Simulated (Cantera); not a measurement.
Predominance diagram of Ca at 1900 K against the partial pressures of O2 and Br2 (log10, bar). Source: NASA polynomial tables (part measured, part estimated), evaluated in Cantera. Candidates: Ca(l), CaBr2(l), CaO(s). Only these pure phases compete in this equilibrium. Not in the tables: oxide halides.

**Question.** Which phase is stable at these pairs, and which metal-bearing vapour leads over it? (-14.8, -6.5); (-15.7, -2.3); (-0.9, -9); (-8.7, -4.8); (-12.2, -9); (-15.7, -7.3); (-6.1, -0.7)

**Answer.** 
| log p(O2) | log p(Br2) | phase | chief vapour | log p (bar) |
|---|---|---|---|---|
| -14.8 | -6.5 | CaBr2(l) | CaBr2 | -0.5 |
| -15.7 | -2.3 | CaBr2(l) | CaBr2 | -0.5 |
| -0.9 | -9 | CaO(s) | CaBr2 | -8.1 |
| -8.7 | -4.8 | CaBr2(l) | CaBr2 | -0.5 |
| -12.2 | -9 | CaO(s) | CaBr2 | -2.4 |
| -15.7 | -7.3 | CaBr2(l) | CaBr2 | -0.5 |
| -6.1 | -0.7 | CaBr2(l) | CaBr2 | -0.5 |
